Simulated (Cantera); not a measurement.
An adiabatic, constant-volume homogeneous reactor starts with CH₄ : O₂ : N₂ : H₂O = 1 : 4.26 : 16 : 4.1 (molar parts), at 1450 K and 0.553 atm.

Cantera simulation using GRI-Mech 3.0 (53 species, 325 reactions); the numbers are that mechanism's predictions, not measurements.

Problem. Predict: time of steepest temperature rise; temperature at 5.00 s; equilibrium temperature; x(O₂) at 5.00 s; x(H₂O) at 5.00 s; x(N₂O) at 5.00 s.

Solution. 
```
Quantity                                                             Value
---------------------------------  ---------------------------------------
time of steepest temperature rise                                  2.97 ms
temperature at 5.00 s                                               2317 K
equilibrium temperature                                             2317 K
x(O₂) at 5.00 s                      0.0828 (gas-phase equilibrium 0.0828)
x(H₂O) at 5.00 s                       0.232 (gas-phase equilibrium 0.232)
x(N₂O) at 5.00 s                   4.26e-7 (gas-phase equilibrium 4.26e-7)
```
